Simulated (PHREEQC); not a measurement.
Brackish or sea water: an equilibrium model

Model water analysis in mg/kgw, 25 °C, pH 6.39, pe 9.5:

| constituent | mg/kgw |
|---|---|
| Na | 2320 |
| K | 582 |
| Ca | 8.82 |
| Mg | 203 |
| Cl | 4270 |
| S(6) as SO4 | 603 |
| Alkalinity as HCO3 | 5.44 |
| O(0) (dissolved oxygen) | 0.859 |

Valence states are taken as typed.

Computed with PHREEQC (ion-association model, phreeqc.dat).

Each row changes one thing in this solution. No solid was allowed to form.

```tsv
case	Mg+2 (mol/kgw)	SO4-2 (mol/kgw)	MgSO4 (mol/kgw)	NaSO4- (mol/kgw)	Ca+2 (mol/kgw)	KSO4- (mol/kgw)	SI of Gypsum (CaSO4:2H2O)	SI of Halite (NaCl)
as made	0.00742	0.00445	0.000922	0.000737	0.000202	0.000147	-2.40	-3.73
all concentrations times 2 at the same typed pH	0.0146	(withheld)	0.00210	0.00208	0.000399	0.000399	-2.05	-3.18
pH from 6.39 to 6.89 at the same alkalinity	0.00742	0.00445	0.000922	0.000737	0.000202	0.000147	-2.40	-3.73
O(0) from 0.859 to 1.72 mg/kgw	0.00742	0.00445	0.000922	0.000737	0.000202	0.000147	-2.40	-3.73
Cl from 4270 to 2140 mg/kgw	0.00732	(withheld)	(withheld)	0.000773	0.000200	0.000155	-2.35	-4.02
```

**Question.** Complete the blanks.

**Answer.** 
- all concentrations times 2 at the same typed pH, SO4-2 (mol/kgw): 0.00799
- Cl from 4270 to 2140 mg/kgw, SO4-2 (mol/kgw): 0.00431
- Cl from 4270 to 2140 mg/kgw, MgSO4 (mol/kgw): 0.00102

Species that the database lacks are ignored.
